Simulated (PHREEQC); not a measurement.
A PHREEQC input (ion-association model, wateq4f.dat):

```
SOLUTION 1
  temp 20
  units mg/kgw
  pH 12.5
  pe 8.9
  Na 26.6
  K 3.89
  Ca 119
  Mg 97.2
  Cl 221
  S(6) 144 as SO4
  Alkalinity 385 as HCO3
  Br 1.02
  Sr 1.38
  Cd 1.47
END
USE solution 1
EQUILIBRIUM_PHASES 1
  CO2(g) -2 10
END
```

It stops with these messages:

```
WARNING: Maximum iterations exceeded, 100
WARNING: Maximum iterations exceeded, 100
WARNING: The program has failed to converge to a numerical solution.
ERROR:           Alkalinity has not converged. Total: 6.309500e-03	Calculated: 3.018292e-02	Residual: -2.387342e-02
ERROR: Is non-carbonate alkalinity greater than total alkalinity?
ERROR:                   Br has not converged. Total: 1.276532e-05	Calculated: 1.294763e-05	Residual: -1.823117e-07
ERROR:                   Ca has not converged. Total: 2.969062e-03	Calculated: 9.748076e-03	Residual: -6.779014e-03
ERROR:                   Cd has not converged. Total: 1.307829e-05	Calculated: 1.281517e-05	Residual: 2.631182e-07
ERROR:                   Cl has not converged. Total: 6.233605e-03	Calculated: 5.686193e-03	Residual: 5.474120e-04
ERROR:                    K has not converged. Total: 9.948340e-05	Calculated: 1.007769e-04	Residual: -1.293538e-06
ERROR:                   Mg has not converged. Total: 3.998026e-03	Calculated: 4.161398e-03	Residual: -1.633723e-04
ERROR:                   Na has not converged. Total: 1.157035e-03	Calculated: 1.226135e-03	Residual: -6.910017e-05
ERROR:                 S(6) has not converged. Total: 1.499001e-03	Calculated: 1.468345e-03	Residual: 3.065600e-05
ERROR:                   Sr has not converged. Total: 1.574983e-05	Calculated: 2.129818e-05	Residual: -5.548346e-06
ERROR:                   Mu Ionic strength has not converged. 	Residual: -2.177232e-02
ERROR:               A(H2O) Activity of water has not converged. 	Residual: 4.713267e-04
ERROR: Model failed to converge for initial solution  1.
```

Problem. Find the cause and the fix.

Solution. The fault: pH typed as 12.5 with the alkalinity kept. The line should read `pH 6.47` where the input has `pH 12.5`. With the mend the run ends at pH 7.51 and ionic strength 0.0215 mol/kgw.
